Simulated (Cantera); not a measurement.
# Ammonia decomposition in nitride growth gas

An isothermal, constant-pressure homogeneous reactor starts with NH3 : H2 = 1 : 0.35 (molar parts), at 1875 K and 1330 Pa.

Computed with Cantera and the gas-phase N/H chemistry of the illustrative SiF4/NH3 mechanism in the Surface Chemkin manual (1991). Walls and surfaces, which speed up NH3 decomposition in real reactors, are not modelled.

| t (s) | x NH3 | x H2 | x NH | x N2H4 | x N |
|---|---|---|---|---|---|
| 4.00e-6 | 0.741 | 0.259 | <1e-12 | <1e-12 | <1e-12 |
| 2.87e-5 | 0.741 | 0.259 | 6.50e-12 | <1e-12 | <1e-12 |
| 0.000206 | 0.741 | 0.259 | 9.73e-10 | 1.23e-12 | <1e-12 |
| 0.00147 | 0.741 | 0.259 | 7.51e-8 | 7.30e-11 | 3.18e-10 |
| 0.0106 | 0.740 | 0.260 | 3.37e-6 | 3.44e-9 | 9.41e-8 |
| 0.0757 | 0.727 | 0.269 | 9.99e-6 | 1.08e-8 | 4.59e-7 |
| 0.543 | 0.637 | 0.333 | 9.87e-6 | 8.93e-9 | 5.03e-7 |
| 3.89 | 0.291 | 0.579 | 8.00e-6 | 3.01e-9 | 5.93e-7 |
| 27.9 | 0.0112 | 0.778 | 2.37e-6 | 3.22e-11 | 5.10e-7 |
| 200 | 3.61e-6 | 0.783 | 1.73e-8 | <1e-12 | 1.78e-8 |
x: mole fraction; the columns are a selection and need not sum to one.

Equilibrium at this temperature and pressure: NH3 1.06e-7, H2 0.783, NH 5.10e-10, N2H4 <1e-12, N 5.24e-10 (gas phase only).
